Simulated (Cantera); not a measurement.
A perfectly stirred reactor is fed with CH₄ : CO₂ = 1 : 1.4 (molar parts), at 5.60 bar; it is held at 1598 K, and followed from long to short residence time.

Detailed kinetics in Cantera: GRI-Mech 3.0 (53 species, 325 reactions).

**Question.** What does this change do: temperature 1598 to 2075 K?

**Answer.** 
```csv
quantity,before,after
x(CH₄) at τ = 13.0 s,0.0360,0.000108
x(CO₂) at τ = 13.0 s,0.0580,0.0201
x(O₂) at τ = 13.0 s,<1e-12,1.53e-9
x(OH) at τ = 13.0 s,1.72e-7,1.48e-5
x(HCO) at τ = 13.0 s,3.71e-8,6.21e-7
x(CH₄) at τ = 39.0 ms,0.190,0.00767
x(CO₂) at τ = 39.0 ms,0.367,0.0303
x(O₂) at τ = 39.0 ms,6.95e-12,2.81e-9
x(OH) at τ = 39.0 ms,2.47e-7,2.12e-5
x(HCO) at τ = 39.0 ms,5.14e-9,5.83e-7
```

**Question.** What does this change do: temperature 1598 to 1675 K?

**Answer.** 
```tsv
quantity	before	after
x(CH₄) at τ = 13.0 s	0.0360	0.0156
x(CO₂) at τ = 13.0 s	0.0580	0.0375
x(O₂) at τ = 13.0 s	<1e-12	2.20e-12
x(OH) at τ = 13.0 s	1.72e-7	3.44e-7
x(HCO) at τ = 13.0 s	3.71e-8	7.08e-8
x(CH₄) at τ = 39.0 ms	0.190	0.0988
x(CO₂) at τ = 39.0 ms	0.367	0.228
x(O₂) at τ = 39.0 ms	6.95e-12	3.00e-11
x(OH) at τ = 39.0 ms	2.47e-7	1.03e-6
x(HCO) at τ = 39.0 ms	5.14e-9	2.08e-8
```
